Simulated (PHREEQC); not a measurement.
Make-up at 25 °C: 0.27 mol/kgw H2SO4, 0.077 mol/kgw CuSO4 and 0.00038 mol/kgw Na2SO4. Closed to the air; pH follows from the charge balance.

All values are PHREEQC results (ion-association model, phreeqc.dat), not measurements.

```json
{
 "pH": "0.69",
 "ionic_strength": "0.471 mol/kgw",
 "activity_of_water": "0.989",
 "specific_conductance": "83300 µS/cm",
 "density": "1.024 g/cm³",
 "total_alkalinity": "-540 meq/kg"
}
```

| species | molality | activity | log γ |
|---|---|---|---|
| HSO4- | 0.274 | 0.201 | -0.135 |
| H+ | 0.266 | 0.204 | -0.116 |
| Cu+2 | 0.0523 | 0.0133 | -0.595 |
| SO4-2 | 0.0483 | 0.0101 | -0.677 |
| CuSO4 | 0.0247 | 0.0275 | 0.047 |
| Na+ | 0.000722 | 0.000519 | -0.144 |
| NaSO4- | 3.80e-5 | 2.64e-5 | -0.158 |

This is a speciation only: nothing precipitates in the calculation.
